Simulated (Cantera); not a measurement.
A Cantera script and its output.

```python
import numpy as np
import cantera as ct

gas = ct.Solution("gri30.yaml")
gas.TPX = 1625, 500000, {'CH4': 1, 'O2': 0.81, 'N2': 9.4}
reactor = ct.IdealGasConstPressureReactor(gas, energy="on", clone=False)
net = ct.ReactorNet([reactor])
net.rtol, net.atol = 1e-08, 1e-16
show = ['CH4', 'O2', 'H2O', 'CO', 'CH2']
times = np.geomspace(2e-06, 7, 13)

steps = ct.SolutionArray(gas, extra=["t"])
rows = []
print(f"{'t/s':>10s}{'T/K':>9s}{'P/Pa':>11s}" + "".join(f"{s:>11s}" for s in show))
for t in times:
    while net.time < t:
        t_next = net.step()
        steps.append(gas.state, t=t_next)
    rows.append([np.interp(t, steps.t, y) for y in (steps.T, steps.P, *steps(*show).X.T)])
    print(f"{t:10.3e}{rows[-1][0]:9.1f}{rows[-1][1]:11.4g}" + "".join(f"{x:11.3e}" for x in rows[-1][2:]))
rate = np.gradient(steps.T, steps.t)
print("integrator steps:", len(steps.t))
if steps.T.max() > steps.T[0] + 200:
    print(f"time of steepest temperature rise: {steps.t[rate.argmax()]:.4e} s")
gas.TPX = 1625, 500000, {'CH4': 1, 'O2': 0.81, 'N2': 9.4}
gas.equilibrate("HP")
print(f"equilibrium (HP): T = {gas.T:.1f} K  " + "  ".join(f"{s} {gas[s].X[0]:.3e}" for s in show))
```

It prints:

```
       t/s      T/K       P/Pa        CH4         O2        H2O         CO        CH2
 2.000e-06   1625.0      5e+05  8.920e-02  7.226e-02  8.695e-07  3.016e-10  7.341e-12
 7.021e-06   1624.9      5e+05  8.918e-02  7.225e-02  5.686e-06  1.192e-08  7.731e-11
 2.464e-05   1624.8      5e+05  8.906e-02  7.221e-02  5.125e-05  8.748e-07  1.032e-09
 8.651e-05   1626.4      5e+05  8.816e-02  7.183e-02  4.902e-04  5.964e-05  6.351e-09
 3.037e-04   1665.9      5e+05  7.573e-02  6.479e-02  8.632e-03  3.791e-03  1.416e-07
 1.066e-03   2061.7      5e+05  2.738e-03  1.663e-08  6.776e-02  4.984e-02  1.337e-06
 3.742e-03   2051.0      5e+05  1.780e-03  9.585e-09  5.835e-02  5.916e-02  6.434e-07
 1.313e-02   2039.5      5e+05  8.906e-04  5.288e-09  4.835e-02  6.993e-02  2.109e-07
 4.610e-02   2032.2      5e+05  7.186e-05  3.839e-09  4.414e-02  7.449e-02  1.298e-08
 1.618e-01   2031.7      5e+05  3.165e-09  3.819e-09  4.400e-02  7.465e-02  5.816e-13
 5.681e-01   2031.7      5e+05  2.441e-09  3.821e-09  4.400e-02  7.465e-02  4.449e-13
 1.994e+00   2031.7      5e+05  2.366e-09  3.821e-09  4.400e-02  7.465e-02  4.306e-13
 7.000e+00   2031.8      5e+05  2.362e-09  3.821e-09  4.400e-02  7.465e-02  4.297e-13
integrator steps: 2278
time of steepest temperature rise: 4.3439e-04 s
equilibrium (HP): T = 2031.8 K  CH4 2.707e-09  O2 3.821e-09  H2O 4.400e-02  CO 7.465e-02  CH2 4.917e-13
```

Cantera simulation using GRI-Mech 3.0 (53 species, 325 reactions); the numbers are that mechanism's predictions, not measurements.
